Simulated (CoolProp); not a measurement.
Vapour-liquid equilibrium of p-xylene (1) + n-nonane (2) at 117.35 °C; x and y are mole fractions of (1).

Computed with CoolProp (multi-fluid Helmholtz-energy mixture model, Zhou 2012 and Lemmon 2006; pair parameters Bell 2016).

| x | bubble pressure, mixture model (MPa) | bubble pressure, Raoult's law (MPa) | y, mixture model | y, Raoult's law |
|---|---|---|---|---|
| 0.05 | 0.03920 | 0.03900 | 0.075 | 0.072 |
| 0.125 | 0.04075 | 0.04033 | 0.178 | 0.173 |
| 0.2 | [?] | 0.04166 | 0.272 | 0.268 |
| 0.275 | 0.04360 | 0.04299 | 0.358 | 0.357 |
| 0.35 | 0.04494 | 0.04431 | 0.439 | 0.441 |
| 0.425 | 0.04625 | 0.04564 | 0.516 | 0.520 |
| 0.5 | 0.04752 | 0.04697 | 0.588 | 0.594 |
| 0.575 | 0.04878 | 0.04830 | 0.657 | 0.665 |
| 0.65 | 0.05002 | 0.04962 | 0.724 | 0.731 |
| 0.725 | 0.05126 | 0.05095 | 0.787 | 0.794 |
| 0.8 | [?] | 0.05228 | 0.849 | 0.854 |
| 0.875 | 0.05374 | 0.05360 | 0.908 | 0.911 |
| 0.95 | 0.05498 | 0.05493 | [?] | 0.965 |

Question: What belongs in the gaps?

Answer: 
- 0.2, bubble pressure, mixture model (MPa): 0.04220
- 0.8, bubble pressure, mixture model (MPa): 0.05250
- 0.95, y, mixture model: 0.964

The largest gap from Raoult's law is +1.4 % in bubble pressure, at x = 0.275. No azeotrope shows between x = 0.05 and 0.95.

The pair parameters rest on a limited set of measurements; away from them the model extrapolates.
